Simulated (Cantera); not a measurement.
## Thermodynamics of metals in furnace atmospheres, feed Al + NH3 + N2 + H2O

A closed system holds: 1 mol Al, 0.32 mol NH3, 92 mol N2, a varied amount of H2O, equilibrated at 1527 °C and 5180 Torr.

Cantera equilibrium calculation (NASA polynomials, part measured and part estimated; ideal gas, pure solids and liquids). Candidate condensed phases: Al, AlN, Al2O3, H2O; 35 gas species. Mutual solubility and eutectic melting of coexisting phases are not modelled. Gases not in the tables: Al(OH)3. Rates play no part.

From 0.8 mol H2O to 1.4 mol H2O the condensed part is AlN(s) + Al2O3(s). From 1.9 mol H2O to 5.9 mol H2O the condensed part is Al2O3(s).

```json
[
 {"n(H2O) (mol)": "0.8", "x N2": "0.986", "x H2O": "2.19e-6", "x H2": "0.0137", "x H": "1.60e-5", "x OH": "1.68e-10", "x NH3": "3.21e-7", "x NO": "3.32e-11", "x Al": "1.67e-8", "n AlN(s)": "0.467", "n Al2O3(s)": "0.267"},
 {"n(H2O) (mol)": "1.4", "x N2": "0.980", "x H2O": "3.18e-6", "x H2": "0.0200", "x H": "1.93e-5", "x OH": "2.03e-10", "x NH3": "5.63e-7", "x NO": "3.30e-11", "x Al": "1.68e-8", "n AlN(s)": "0.0669", "n Al2O3(s)": "0.467"},
 {"n(H2O) (mol)": "1.9", "x N2": "0.975", "x H2O": "0.00423", "x H2": "0.0209", "x H": "1.97e-5", "x OH": "2.63e-7", "x NH3": "6.02e-7", "x NO": "4.18e-8", "x Al": "<1e-12", "n AlN(s)": "0", "n Al2O3(s)": "0.500"},
 {"n(H2O) (mol)": "2.5", "x N2": "0.969", "x H2O": "0.0105", "x H2": "0.0208", "x H": "1.97e-5", "x OH": "6.56e-7", "x NH3": "5.95e-7", "x NO": "1.04e-7", "x Al": "<1e-12", "n AlN(s)": "0", "n Al2O3(s)": "0.500"},
 {"n(H2O) (mol)": "3.1", "x N2": "0.963", "x H2O": "0.0167", "x H2": "0.0207", "x H": "1.96e-5", "x OH": "1.05e-6", "x NH3": "5.87e-7", "x NO": "1.66e-7", "x Al": "<1e-12", "n AlN(s)": "0", "n Al2O3(s)": "0.500"},
 {"n(H2O) (mol)": "3.6", "x N2": "0.958", "x H2O": "0.0218", "x H2": "0.0206", "x H": "1.95e-5", "x OH": "1.37e-6", "x NH3": "5.81e-7", "x NO": "2.18e-7", "x Al": "<1e-12", "n AlN(s)": "0", "n Al2O3(s)": "0.500"},
 {"n(H2O) (mol)": "4.2", "x N2": "0.952", "x H2O": "0.0279", "x H2": "0.0204", "x H": "1.95e-5", "x OH": "1.76e-6", "x NH3": "5.74e-7", "x NO": "2.79e-7", "x Al": "<1e-12", "n AlN(s)": "0", "n Al2O3(s)": "0.500"},
 {"n(H2O) (mol)": "4.7", "x N2": "0.947", "x H2O": "0.0329", "x H2": "0.0203", "x H": "1.94e-5", "x OH": "2.08e-6", "x NH3": "5.68e-7", "x NO": "3.30e-7", "x Al": "<1e-12", "n AlN(s)": "0", "n Al2O3(s)": "0.500"},
 {"n(H2O) (mol)": "5.3", "x N2": "0.941", "x H2O": "0.0388", "x H2": "0.0202", "x H": "1.94e-5", "x OH": "2.46e-6", "x NH3": "5.61e-7", "x NO": "3.90e-7", "x Al": "<1e-12", "n AlN(s)": "0", "n Al2O3(s)": "0.500"},
 {"n(H2O) (mol)": "5.9", "x N2": "0.935", "x H2O": "0.0446", "x H2": "0.0201", "x H": "1.93e-5", "x OH": "2.84e-6", "x NH3": "5.54e-7", "x NO": "4.50e-7", "x Al": "<1e-12", "n AlN(s)": "0", "n Al2O3(s)": "0.500"}
]
```
x: gas mole fraction; n: condensed amount in mol.
